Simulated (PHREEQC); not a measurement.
Solution (68 °C): 0.013 mol HNO3 and 0.0046 mol KCl per kg of water. Closed to the air; pH follows from the charge balance.

Equilibrium calculation in PHREEQC: ion-association model, phreeqc.dat.

| Item | Result |
|---|---|
| pH | 1.94 |
| ionic strength | 0.0176 mol/kgw |
| specific conductance | 12000 µS/cm |
| total alkalinity | -13.0 meq/kg |

| species | molality | activity | log γ |
|---|---|---|---|
| H+ | 0.0130 | 0.0115 | -0.053 |
| NO3- | 0.0130 | 0.0112 | -0.065 |
| Cl- | 0.00460 | 0.00398 | -0.063 |
| K+ | 0.00460 | 0.00397 | -0.063 |

No solid was allowed to form. Constants without temperature data keep their 25 °C values here.
